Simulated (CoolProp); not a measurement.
Properties of cyclopentane along the isobar 1850 kPa.

The numbers come from the reference Helmholtz-energy equation of state, Gedanitz 2015 in CoolProp.

| T (K) | phase | density (kg/m³) | cp (kJ/(kg K)) | expansivity (1/kK) | fugacity coefficient |
|---|---|---|---|---|---|
| 380.4 | liquid | 653.6 | 2.254 | 1.858 | 0.2518 |
| 401.6 | liquid | 626.7 | 2.388 | 2.123 | 0.3787 |
| 422.8 | liquid | 596.8 | 2.540 | 2.521 | 0.5382 |
| 444 | liquid | 562.0 | 2.736 | 3.224 | 0.7287 |
| 465.2 | gas | 43.92 | 2.318 | 5.142 | 0.8090 |
| 486.4 | gas | 39.85 | 2.327 | 4.133 | 0.8352 |
| 507.6 | gas | 36.77 | 2.367 | 3.511 | 0.8569 |
| 528.8 | gas | 34.29 | 2.421 | 3.084 | 0.8750 |
| 550 | gas | 32.23 | 2.482 | 2.768 | 0.8904 |
